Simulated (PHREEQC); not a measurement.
# Nickel, zinc or cadmium bath

Make-up at 5 °C: 0.01 mol/kgw CdCl2 and 0.00027 mol/kgw Na2SO4. Closed to the air; pH follows from the charge balance.

The numbers come from PHREEQC with the ion-association model with all activity coefficients set to 1, phreeqc.dat.

No solid was allowed to form.

Q: Estimate the pH.

A: pH 5.92.

Q: In which forms is S present?

A: CdSO4 52 %, SO4-2 48 % of the S.

Complexes and solids missing from the database can't appear. Constants without temperature data keep their 25 °C values here.
